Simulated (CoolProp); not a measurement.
A Linde-Hampson liquefier for ethane: isothermal reversible compression at 320 K from 1 atm to 30 MPa, throttling to 1 atm, return gas leaving the recuperator 5 K below the feed. Each further row changes one setting.

Values from CoolProp's reference Helmholtz-energy equation of state, Bücker 2006.

| case | liquid yield per pass | compression work (kJ/kg of gas) |
|---|---|---|
| as stated | 0.460 | 390 |
| high pressure 60 MPa | 0.431 | 457 |
| warm-end temperature 350 K | 0.385 | 457 |
| warm-end gap 10 K | 0.453 | 390 |
